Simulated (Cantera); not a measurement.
Mixture: 7.30 % CH4, 15.7 % O2, 67.5 % N2, 9.49 % CO2, equivalence ratio 0.93, at 1.18 atm, adiabatic and at constant pressure. Ignition delay is the time to a rise of 400 K.

Computed with Cantera and GRI-Mech 3.0 (53 species, 325 reactions).

Q: At T0 = 1725 K, what is the delay, and which 7 reactions control it most (d ln τ / d ln k, from doubling and halving each rate constant)?

A: The delay is 0.188 ms.
| reaction | d ln τ / d ln k | faster rate |
|---|---|---|
| H + O2 <=> O + OH | -0.37 | shortens it |
| CH3 + O2 <=> CH3O + O | -0.33 | shortens it |
| CH4 + H <=> CH3 + H2 | 0.24 | lengthens it |
| CH3 + H (+M) <=> CH4 (+M) | -0.15 | shortens it |
| 2 CH3 <=> C2H5 + H | -0.14 | shortens it |
| CH3 + HO2 <=> CH3O + OH | -0.11 | shortens it |
| 2 CH3 (+M) <=> C2H6 (+M) | 0.11 | lengthens it |
